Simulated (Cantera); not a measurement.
Input (Python, Cantera) and output of one run.

```python
import numpy as np
import cantera as ct

gas_names = """
    C CN CO CO2 C2 CCN CNC C2N2 C2O C3 C3O2 C4 C4N2 C5 N NCO NO NO2 NO3 N2 N2O O O2 O3 Si SiC SiC2 SiN
    SiO SiO2 Si2 Si2C Si2N Si3
""".split()
cond_names = """
    C(gr) Si(cr) Si(L) SiC(b) SiO2(Lqz) SiO2(hqz) SiO2(L) Si2N2O(s) Si3N4(a)
""".split()


# ... load() reads the species with a 1 bar reference pressure and builds the phases ...
atoms = {
    'Si': {'Si': 1},
    'CO2': {'C': 1, 'O': 2},
    'N2': {'N': 2},
}
top_T = {'C(gr)': 4500, 'SiC(b)': 3050, 'Si2N2O(s)': 2100, 'Si3N4(a)': 2400}  # K; cautious upper limits of use, not melting points


# ... equilibrate(T, P, feed) seeds the gas with the atoms and calls Mixture.equilibrate('TP', solver="vcs", rtol=1e-11, max_steps=5000) ...
results = []
feed = {'Si': 1, 'CO2': 1.2, 'N2': 38}  # mol
T = 1748  # K
P = 13332.2  # Pa
mix = equilibrate(T, P, feed)
results.append((T, P, feed, dict(zip(mix.species_names, mix.species_moles))))
print(gas.report(threshold=0.0001))
for i in range(1, mix.n_phases):
    print(f"{mix.phase(i).name:16s} {mix.phase_moles(i):12.5e} mol")
```

Result:

```
       temperature   1748 K
          pressure   13332 Pa
           density   0.02584 kg/m^3
  mean mol. weight   28.169 kg/kmol
   phase of matter   gas

                          1 kg             1 kmol
                     ---------------   ---------------
          enthalpy        1.5195e+06        4.2802e+07  J
   internal energy        1.0035e+06        2.8268e+07  J
           entropy            9443.1          2.66e+05  J/K
    Gibbs function       -1.4987e+07       -4.2217e+08  J
 heat capacity c_p            1260.1             35494  J/K
 heat capacity c_v            964.89             27180  J/K

                      mass frac. Y      mole frac. X     chem. pot. / RT
                     ---------------   ---------------   ---------------
                CO           0.03025          0.030421           -40.365
                N2           0.95468           0.95995           -28.551
               SiO          0.015067         0.0096274           -42.747
     [  +31 minor]        7.9697e-06        5.1094e-06

C(gr)             0.00000e+00 mol
Si(L)             0.00000e+00 mol
SiC(b)            0.00000e+00 mol
SiO2(L)           3.39967e-01 mol
Si2N2O(s)         1.40166e-01 mol
Si3N4(a)          0.00000e+00 mol
```

Method: chemical equilibrium by Gibbs-energy minimisation in Cantera with the NASA 1993 tables (ideal gas, pure condensed phases). Mutual solubility and eutectic melting of coexisting phases are not modelled. The tables hold silica as quartz up to 1696 K and as liquid above; real silica turns to tridymite and cristobalite and melts near 1996 K.
